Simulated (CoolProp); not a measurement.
n-octane along the isobar 0.545 MPa: Z from the reference equation and from simpler models built on Tc = 295.6 °C, pc = 2.484 MPa, ω = 0.398; each cubic takes its own stable root.

Computed with CoolProp (reference Helmholtz-energy equation of state, Beckmüller 2019).

| T (°C) | phase | reference | van der Waals | Redlich-Kwong | Soave-Redlich-Kwong |
|---|---|---|---|---|---|
| 58.25 | liquid | 0.03364 | 0.06019 | 0.04085 | [?] |
| 92.55 | liquid | 0.03188 | 0.05692 | 0.03889 | 0.03684 |
| 126.75 | liquid | 0.03064 | 0.05479 | 0.03772 | 0.03543 |
| 160.95 | liquid | [?] | 0.8586 | 0.03739 | 0.03481 |
| 195.15 | liquid | 0.02977 | [?] | 0.8539 | 0.03520 |
| 229.35 | gas | 0.8620 | 0.9044 | [?] | 0.8730 |
| 263.55 | gas | [?] | 0.9196 | 0.9056 | 0.9014 |
| 297.75 | gas | 0.9175 | 0.9316 | 0.9222 | 0.9225 |

### Question
Some entries are withheld; supply them.

### Answer

- 58.25, Soave-Redlich-Kwong: 0.03901
- 160.95, reference: 0.02991
- 195.15, van der Waals: 0.8848
- 229.35, Redlich-Kwong: 0.8837
- 263.55, reference: 0.8948

At some of these states van der Waals, Redlich-Kwong gives the other phase, because its saturation line lies elsewhere.
